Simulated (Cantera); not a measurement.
Input (Python, Cantera) and output of one run.

```python
import numpy as np
import cantera as ct

gas_names = """
    C CO CO2 C2 C2O C3 C3O2 C4 C5 Fe FeC5O5 FeO O O2 O3
""".split()
cond_names = """
    C(gr) Fe(a) Fe(c) Fe(d) Fe(L) FeC5O5(L) FeO(s) FeO(L) Fe2O3(s) Fe3O4(s)
""".split()


# ... load() reads the species with a 1 bar reference pressure and builds the phases ...
atoms = {
    'Fe3O4': {'Fe': 3, 'O': 4},
    'C': {'C': 1},
    'CO': {'C': 1, 'O': 1},
}
top_T = {'C(gr)': 4500, 'Fe2O3(s)': 1830, 'Fe3O4(s)': 1870}  # K; cautious upper limits of use, not melting points


# ... equilibrate(T, P, feed) seeds the gas with the atoms and calls Mixture.equilibrate('TP', solver="vcs", rtol=1e-11, max_steps=5000) ...
results = []
feed = {'Fe3O4': 1, 'C': 4.6, 'CO': 0.46}  # mol
P = 22000  # Pa
for T in [1048, 1098, 1148, 1198, 1248, 1298, 1348, 1398, 1448]:
    mix = equilibrate(T, P, feed)
    results.append((T, P, feed, dict(zip(mix.species_names, mix.species_moles))))

top = {s: max(r[3][s] / sum(r[3][g] for g in gas_names) for r in results) for s in gas_names}
cols = sorted((s for s in top if top[s] > 1e-05), key=lambda s: -top[s])[:6]
seen = [c for c in cond_names if any(r[3].get(c, 0) > 1e-12 for r in results)]
print("log10 of partial pressures in bar; condensed amounts in mol")
print(f"{'T/K':>10s}" + "".join(f"{s[:9]:>10s}" for s in cols + seen))
for T, P, feed, n in results:
    ng = sum(n[g] for g in gas_names)
    print(f"{T:10.4g}" + "".join(f"{np.log10(max(n[s] / ng * P / 1e5, 1e-99)):10.3f}" for s in cols)
          + "".join(f"{n.get(c, 0):10.4g}" for c in seen))
```

Result:

```
log10 of partial pressures in bar; condensed amounts in mol
       T/K        CO       CO2     C(gr)     Fe(a)     Fe(c)
      1048    -0.677    -2.009    0.7903         3         0
      1098    -0.666    -2.372    0.6845         3         0
      1148    -0.661    -2.713    0.6389         3         0
      1198    -0.659    -3.030    0.6188         0         3
      1248    -0.659    -3.322    0.6096         0         3
      1298    -0.658    -3.592    0.6052         0         3
      1348    -0.658    -3.841    0.6029         0         3
      1398    -0.658    -4.072    0.6017         0         3
      1448    -0.658    -4.286     0.601         0         3
```

These are equilibrium values from Cantera (NASA tables, ideal gas, pure condensed phases), not measurements of a reactor. Iron dissolves carbon and melts from about 1420 K in contact with it, which pure phases cannot show. Condensed phases not in the tables: cementite and carbon dissolved in iron.
